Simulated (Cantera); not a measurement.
Input: 1 mol Si2H6, 0.066 mol O2, held at 1.00 Torr.

Cantera equilibrium calculation (NASA polynomials, part measured and part estimated; ideal gas, pure solids and liquids). Candidate condensed phases: H2O, Si, SiO2; 18 gas species. The feed counts by its element totals alone. Kinetics and transport are ignored. All values below are at 1450 K.

Base state: H2 0.958, SiO 0.0421, H 0.000253 (mole fractions); condensed: Si(s).

What changes in the equilibrium state with this change: O2 from 0.066 to 0.36 mol?


```
species                before     after
-------------------  --------  --------
H2                      0.958     0.848
SiO                    0.0421     0.151
H                    0.000253  0.000239
Si(s), mol               1.87      1.37
SiO2(β-quartz), mol         0    0.0924
```
Mutual solubility and eutectic melting of coexisting phases are not modelled. The tables hold silica as quartz up to 1696 K and as liquid above; real silica turns to tridymite and cristobalite and melts near 1996 K.
